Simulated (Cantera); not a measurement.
A closed system holds: 1 mol SiH2Cl2, 22 mol NH3, 24 mol H2, at 56.0 mbar.

Cantera equilibrium calculation (NASA polynomials, part measured and part estimated; ideal gas, pure solids and liquids). Candidate condensed phases: NH4Cl, Si, Si3N4; 28 gas species. Rates play no part. All values below are at 1100 K.

Base state: H2 0.822, N2 0.149, HCl 0.0288 (mole fractions); condensed: Si3N4(s).

Problem. What changes in the equilibrium state with this change: SiH2Cl2 replaced by SiCl4?

Solution. 
| species | before | after |
|---|---|---|
| H2 | 0.822 | 0.793 |
| N2 | 0.149 | 0.149 |
| HCl | 0.0288 | 0.0577 |
| Si3N4(s), mol | 0.333 | 0.333 |
